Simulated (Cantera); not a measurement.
A closed system holds: 1 mol HI, 2.1 mol H2O, 0.8 mol N2, equilibrated at 30.0 Pa.

Method: chemical equilibrium by Gibbs-energy minimisation in Cantera with the NASA 1993 tables (ideal gas, pure condensed phases). Candidate condensed phases: H2O, I2; 27 gas species. The numbers say what is thermodynamically allowed, not how fast it happens.

x: gas mole fraction; nothing condenses.

| T (K) | x H | x O | x I | x N2 | x H2 | x OH | x O2 |
|---|---|---|---|---|---|---|---|
| 2823 | 0.554 | 0.219 | 0.113 | 0.0892 | 0.0117 | 0.00738 | 0.00407 |
| 2873 | 0.559 | 0.222 | 0.112 | 0.0887 | … | … | … |
| 2923 | 0.562 | 0.224 | 0.111 | 0.0883 | … | … | … |
| 2973 | 0.565 | 0.226 | 0.111 | 0.0880 | 0.00454 | 0.00295 | 0.00144 |
| 3023 | 0.566 | 0.227 | 0.111 | 0.0878 | 0.00336 | 0.00220 | 0.00103 |
| 3073 | 0.568 | 0.228 | 0.110 | 0.0877 | 0.00250 | 0.00165 | 0.000745 |
| 3123 | 0.569 | 0.228 | 0.110 | 0.0875 | 0.00188 | 0.00125 | 0.000543 |

Task: Complete the blanks.

Result: 
- 2873, x H2: 0.00848
- 2873, x OH: 0.00541
- 2873, x O2: 0.00286
- 2923, x H2: 0.00618
- 2923, x OH: 0.00398
- 2923, x O2: 0.00202
